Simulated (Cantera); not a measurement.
Mixture: CH4 : O2 : N2 = 1 : 1.43 : 5.14 (molar parts), at 23.0 bar, adiabatic and at constant pressure. Ignition delay is the time to a rise of 400 K.

Cantera simulation using GRI-Mech 3.0 (53 species, 325 reactions); the numbers are that mechanism's predictions, not measurements. The pressure lies above the range GRI-Mech 3.0 was tuned for (to about 10 atm).

Task: Predict: delay at 1025 K; delay at 1175 K; delay at 1325 K; delay at 1475 K; apparent activation energy between 1400 and 1550 K.

Result: delay at 1025 K: 24.0 ms
delay at 1175 K: 2.81 ms
delay at 1325 K: 0.521 ms
delay at 1475 K: 0.121 ms
apparent activation energy between 1400 and 1550 K: 170 kJ/mol
